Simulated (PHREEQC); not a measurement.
Make-up at 25 °C: 0.001 mol HF, 0.22 mol KF and 0.00017 mol H2SO4 per kg of water. Closed to the air; pH follows from the charge balance.

Equilibrium calculation in PHREEQC: ion-association model, phreeqc.dat.

```json
{
 "pH": "5.48",
 "ionic_strength": "0.220 mol/kgw",
 "activity_of_water": "0.993",
 "specific_conductance": "22100 µS/cm",
 "density": "1.008 g/cm³",
 "total_alkalinity": "-1.34 meq/kg"
}
```

```
species  molality  activity   log γ
-------  --------  --------  ------
K+          0.220     0.155  -0.152
F-          0.219     0.153  -0.155
HF       0.000729  0.000767   0.022
HF2-     0.000607  0.000451  -0.129
SO4-2    0.000120   3.39e-5  -0.549
KSO4-     4.99e-5   3.69e-5  -0.131
H+        4.21e-6   3.34e-6  -0.100
```

This is a speciation only: nothing precipitates in the calculation.
